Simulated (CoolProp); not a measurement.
Aqueous calcium chloride as a coolant, at -3 °C, 1 atm.

Values from CoolProp's Melinder's fits for secondary coolants.

```csv
mass %,freezing point (°C),viscosity (mPa s),density (kg/m³),Prandtl number,cp (kJ/(kg K))
9.3,[?],2.41,1083,15.8,3.605
11.3,-7.0,2.54,1101,16.1,3.488
13.3,-9.1,2.70,1120,16.6,3.376
15.3,-11.4,2.89,1139,17.3,3.269
17.3,-14.1,3.11,[?],[?],3.169
19.3,[?],[?],1178,19.1,3.077
21.3,-20.6,3.69,1199,20.4,2.993
23.3,-24.8,4.07,1220,22.1,2.917
25.3,-29.9,[?],1241,24.1,[?]
27.3,-36.3,5.08,1263,26.6,2.788
```

Problem. Complete the blanks.

Solution. 
- 9.3, freezing point (°C): -5.3
- 17.3, density (kg/m³): 1158
- 17.3, Prandtl number: 18.1
- 19.3, freezing point (°C): -17.1
- 19.3, viscosity (mPa s): 3.37
- 25.3, viscosity (mPa s): 4.52
- 25.3, cp (kJ/(kg K)): 2.850
